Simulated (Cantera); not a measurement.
Input: 1 mol SiC, 0.21 mol O₂, 180 mol H₂, held at 7.50 Torr.

Method: chemical equilibrium by Gibbs-energy minimisation in Cantera with the NASA 1993 tables (ideal gas, pure condensed phases). Candidate condensed phases: C, C₆H₆, C₇H₈, C₈H₁₈, H₂O, Si, SiC, SiO₂; 123 gas species. Mutual solubility and eutectic melting of coexisting phases are not modelled. The tables hold silica as quartz up to 1696 K and as liquid above; real silica turns to tridymite and cristobalite and melts near 1996 K. Gases not in the tables: Si₂H₆ and higher silanes. Kinetics and transport are ignored.

Problem. What share of the Si ends up in condensed phases as a function of T (K), at 1323, 1423, 1523, 1623, 1723, 1823, 1923?

Solution. 
| T (K) | Si condensed (%) | as |
|---|---|---|
| 1323 | 93.6 | SiC(s) + SiO₂(β-quartz) |
| 1423 | 79.0 | SiC(s) |
| 1523 | 79.0 | SiC(s) |
| 1623 | 78.9 | SiC(s) |
| 1723 | 78.7 | SiC(s) |
| 1823 | 77.4 | SiC(s) |
| 1923 | 72.6 | SiC(s) |
